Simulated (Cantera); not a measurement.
Cantera run:

```python
import numpy as np
import cantera as ct

gas_names = [...]  # 115 gases of nasa_gas.yaml made of C, Ca, H, O
cond_names = """
    C(gr) C6H6(L) C7H8(L) C8H18(L),n-octa Ca(a) Ca(b) Ca(L) CaCO3(caL) CaO(s) CaO(L) CaO2H2(s) H2O(s)
    H2O(L)
""".split()


# ... load() reads the species with a 1 bar reference pressure and builds the phases ...
atoms = {
    'Ca(OH)2': {'Ca': 1, 'O': 2, 'H': 2},
    'CO2': {'C': 1, 'O': 2},
    'O2': {'O': 2},
}
top_T = {'C(gr)': 4500}  # K; cautious upper limits of use, not melting points


# ... equilibrate(T, P, feed) seeds the gas with the atoms and calls Mixture.equilibrate('TP', solver="vcs", rtol=1e-11, max_steps=5000) ...
results = []
feed = {'Ca(OH)2': 1, 'CO2': 0.15, 'O2': 4.8}  # mol
P = 133.322  # Pa
for T in [973, 1123, 1273, 1423, 1573, 1723, 1873, 2023]:
    mix = equilibrate(T, P, feed)
    results.append((T, P, feed, dict(zip(mix.species_names, mix.species_moles))))

top = {s: max(r[3][s] / sum(r[3][g] for g in gas_names) for r in results) for s in gas_names}
cols = sorted((s for s in top if top[s] > 1e-05), key=lambda s: -top[s])[:9]
seen = [c for c in cond_names if any(r[3].get(c, 0) > 1e-12 for r in results)]
print("log10 of partial pressures in bar; condensed amounts in mol")
print(f"{'T/K':>10s}" + "".join(f"{s[:9]:>10s}" for s in cols + seen))
for T, P, feed, n in results:
    ng = sum(n[g] for g in gas_names)
    print(f"{T:10.4g}" + "".join(f"{np.log10(max(n[s] / ng * P / 1e5, 1e-99)):10.3f}" for s in cols)
          + "".join(f"{n.get(c, 0):10.4g}" for c in seen))
```

Output:

```
log10 of partial pressures in bar; condensed amounts in mol
       T/K        O2       H2O       CO2        OH         O         H        H2        CO    CaO2H2    CaO(s)
       973    -2.968    -3.650    -4.474    -9.072   -11.654   -15.258   -12.583   -13.615   -14.901         1
      1123    -2.968    -3.650    -4.474    -7.907    -9.841   -12.773   -10.804   -11.589   -13.000         1
      1273    -2.968    -3.650    -4.474    -7.015    -8.453   -10.867    -9.440   -10.045   -11.551         1
      1423    -2.968    -3.650    -4.474    -6.311    -7.355    -9.358    -8.360    -8.828   -10.410         1
      1573    -2.969    -3.652    -4.474    -5.742    -6.466    -8.134    -7.486    -7.847    -9.492         1
      1723    -2.970    -3.656    -4.476    -5.274    -5.730    -7.122    -6.765    -7.039    -8.739         1
      1873    -2.974    -3.667    -4.482    -4.885    -5.113    -6.273    -6.165    -6.366    -8.118         1
      2023    -2.983    -3.693    -4.502    -4.563    -4.590    -5.555    -5.666    -5.807    -7.607    0.9998
```

Equilibrium computed with Cantera from the NASA thermochemical tables; the gas is ideal and each condensed phase is pure.
